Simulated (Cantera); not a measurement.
## Hydrocarbon pyrolysis for carbon deposition

An isothermal, constant-pressure homogeneous reactor starts with 2.20 % C2H6, 97.8 % N2, at 2000 K and 0.0133 bar.

Model: GRI-Mech 3.0 (53 species, 325 reactions), integrated in Cantera. GRI-Mech 3.0 stops at C3 and has no aromatics, soot or wall deposition, so with more carbon than oxygen in the feed, carbon stays in small species such as C2H2 where larger ones or solid carbon would form. Radical loss at walls, strong at low pressure, is not modelled.

```tsv
t (s)	x C2H6	x CH4	x CH3	x H2	x C2H4	x C2H2
7.00e-5	0.0100	0.000356	0.0194	0.000810	0.000909	1.08e-5
0.000194	0.00139	0.00154	0.0213	0.00791	0.00587	0.00154
0.000538	1.12e-5	0.00278	0.00727	0.0248	0.00447	0.0112
0.00149	8.84e-7	0.00234	0.00212	0.0348	0.000940	0.0178
0.00413	1.80e-7	0.00159	0.000895	0.0382	0.000134	0.0196
0.0115	4.60e-8	0.00102	0.000434	0.0397	2.99e-5	0.0202
0.0318	1.18e-8	0.000568	0.000216	0.0407	7.59e-6	0.0206
0.0881	2.30e-9	0.000238	9.60e-5	0.0413	1.56e-6	0.0208
0.244	2.05e-10	6.04e-5	2.94e-5	0.0415	2.32e-7	0.0209
0.677	2.51e-12	5.30e-6	3.42e-6	0.0414	9.44e-8	0.0209
1.88	<1e-12	2.19e-7	2.08e-7	0.0411	8.38e-8	0.0209
5.20	<1e-12	5.11e-8	6.67e-8	0.0408	7.70e-8	0.0209
14.4	<1e-12	4.34e-8	6.00e-8	0.0407	7.57e-8	0.0209
40.0	<1e-12	4.38e-8	6.07e-8	0.0407	7.57e-8	0.0209
```
x: mole fraction; the columns are a selection and need not sum to one.

Equilibrium at this temperature and pressure: C2H6 <1e-12, CH4 9.13e-8, CH3 1.26e-7, H2 0.0407, C2H4 1.09e-8, C2H2 0.00300 (gas phase only).
